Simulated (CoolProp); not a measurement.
Aqueous magnesium chloride as a coolant, at 11 °C, 1 atm.

The numbers come from the Melinder's fits for secondary coolants in CoolProp.

```json
[
 {"mass %": "5.2", "freezing point (°C)": "-3.1", "Prandtl number": "10.5", "density (kg/m³)": "1044", "cp (kJ/(kg K))": "3.872", "conductivity (W/(m K))": "0.572"},
 {"mass %": "6.8", "freezing point (°C)": "-4.5", "Prandtl number": "10.9", "density (kg/m³)": "1058", "cp (kJ/(kg K))": "3.778", "conductivity (W/(m K))": "0.568"},
 {"mass %": "8.4", "freezing point (°C)": "-6.2", "Prandtl number": "11.5", "density (kg/m³)": "1072", "cp (kJ/(kg K))": "3.685", "conductivity (W/(m K))": "0.565"},
 {"mass %": "10", "freezing point (°C)": "-8.3", "Prandtl number": "12.5", "density (kg/m³)": "1086", "cp (kJ/(kg K))": "3.593", "conductivity (W/(m K))": "0.560"},
 {"mass %": "11.6", "freezing point (°C)": "-10.7", "Prandtl number": "13.5", "density (kg/m³)": "1101", "cp (kJ/(kg K))": "3.504", "conductivity (W/(m K))": "0.556"},
 {"mass %": "13.2", "freezing point (°C)": "-13.4", "Prandtl number": "14.6", "density (kg/m³)": "1115", "cp (kJ/(kg K))": "3.418", "conductivity (W/(m K))": "0.552"},
 {"mass %": "14.8", "freezing point (°C)": "-16.4", "Prandtl number": "15.6", "density (kg/m³)": "1130", "cp (kJ/(kg K))": "3.334", "conductivity (W/(m K))": "0.547"},
 {"mass %": "16.4", "freezing point (°C)": "-19.7", "Prandtl number": "16.4", "density (kg/m³)": "1144", "cp (kJ/(kg K))": "3.254", "conductivity (W/(m K))": "0.543"},
 {"mass %": "18", "freezing point (°C)": "-23.4", "Prandtl number": "17.4", "density (kg/m³)": "1159", "cp (kJ/(kg K))": "3.177", "conductivity (W/(m K))": "0.538"},
 {"mass %": "19.6", "freezing point (°C)": "-27.5", "Prandtl number": "19.2", "density (kg/m³)": "1175", "cp (kJ/(kg K))": "3.103", "conductivity (W/(m K))": "0.534"},
 {"mass %": "21.2", "freezing point (°C)": "-32.5", "Prandtl number": "23.2", "density (kg/m³)": "1191", "cp (kJ/(kg K))": "3.031", "conductivity (W/(m K))": "0.529"}
]
```
